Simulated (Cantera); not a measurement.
Cantera with NASA thermochemical tables; ideal gases at 1 bar, condensed phases pure. Values are per mole of reaction as written; species without (g) are pure solids or liquids, kept so even where they would boil at 1 bar.

### Question
Between 300 and 2823 K, where is each reaction favourable under standard conditions?
- 2 N2(g) + 6 CuF2(g) + 3 O(g) = 4 NF3(g) + 3 Cu2O

### Answer
- 2 N2(g) + 6 CuF2(g) + 3 O(g) = 4 NF3(g) + 3 Cu2O: ΔG° is 160 kJ at 300 K and 2621 kJ at 2823 K; it stays positive (K < 1). ΔH° is 313 kJ and ΔS° -818 J/K at 2823 K.
